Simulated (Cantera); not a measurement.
A closed system holds: 1 mol Si2Cl6, 0.13 mol NH3, 6.5 mol H2, held at 1002 °C and 0.960 bar.

Equilibrium computed with Cantera from the NASA thermochemical tables; the gas is ideal and each condensed phase is pure. Candidate condensed phases: NH4Cl, Si, Si3N4; 28 gas species. The feed counts by its element totals alone. Mutual solubility and eutectic melting of coexisting phases are not modelled. The tables' values for SiCl3 are old estimates; treat these amounts as uncertain. The numbers say what is thermodynamically allowed, not how fast it happens.

Base state: H2 0.745, SiCl4 0.107, HCl 0.0661, SiHCl3 0.0485, SiCl3 0.0158, SiCl2 0.0152, SiH2Cl2 0.00306, SiH3Cl 5.39e-5 (mole fractions); condensed: Si(s) + Si3N4(s).

Task: What changes in the equilibrium state with this change: NH3 from 0.13 to 4.4 mol?

Result: 
| species | before | after |
|---|---|---|
| H2 | 0.745 | 0.630 |
| HCl | 0.0661 | 0.291 |
| N2 | 2.65e-7 | 0.0624 |
| SiCl4 | 0.107 | 0.0147 |
| SiCl2 | 0.0152 | 9.14e-5 |
| SiHCl3 | 0.0485 | 0.00129 |
| SiCl3 | 0.0158 | 0.000455 |
| SiH3Cl | 5.39e-5 | 5.26e-8 |
| NH3 | 4.36e-8 | 1.65e-5 |
| SiH2Cl2 | 0.00306 | 1.56e-5 |
| Si(s), mol | 0.330 | 0 |
| Si3N4(s), mol | 0.0325 | 0.573 |
